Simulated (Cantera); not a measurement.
An isothermal, constant-pressure homogeneous reactor starts with CH4 : N2 = 1 : 93 (molar parts), at 1000 K and 26.0 Pa. Integrator tolerance rtol = 1e-08.

Model: GRI-Mech 3.0 (53 species, 325 reactions), integrated in Cantera. GRI-Mech 3.0 stops at C3 and has no aromatics, soot or wall deposition, so with more carbon than oxygen in the feed, carbon stays in small species such as C2H2 where larger ones or solid carbon would form. Radical loss at walls, strong at low pressure, is not modelled.

What does this change do: temperature 1000 to 1825 K?


```csv
quantity,before,after
x(CH4) at 20.0 s,0.0106 (gas-phase equilibrium 4.71e-5),0.000790 (gas-phase equilibrium 3.40e-10)
x(C2H) at 20.0 s,<1e-12 (gas-phase equilibrium <1e-12),4.16e-7 (gas-phase equilibrium 5.86e-7)
x(C2H4) at 20.0 s,<1e-12 (gas-phase equilibrium 2.27e-6),1.18e-5 (gas-phase equilibrium 1.88e-11)
x(H) at 20.0 s,<1e-12 (gas-phase equilibrium 1.78e-8),0.000129 (gas-phase equilibrium 0.00327)
x(HCN) at 20.0 s,<1e-12 (gas-phase equilibrium 0.00831),1.96e-5 (gas-phase equilibrium 0.00996)
```

What does this change do: temperature 1000 to 1925 K?


| quantity | before | after |
|---|---|---|
| x(CH4) at 20.0 s | 0.0106 (gas-phase equilibrium 4.71e-5) | 0.000117 (gas-phase equilibrium 1.34e-10) |
| x(C2H) at 20.0 s | <1e-12 (gas-phase equilibrium <1e-12) | 1.41e-6 (gas-phase equilibrium 1.78e-6) |
| x(C2H4) at 20.0 s | <1e-12 (gas-phase equilibrium 2.27e-6) | 7.11e-7 (gas-phase equilibrium 7.80e-12) |
| x(H) at 20.0 s | <1e-12 (gas-phase equilibrium 1.78e-8) | 0.000295 (gas-phase equilibrium 0.00666) |
| x(HCN) at 20.0 s | <1e-12 (gas-phase equilibrium 0.00831) | 8.03e-5 (gas-phase equilibrium 0.00993) |
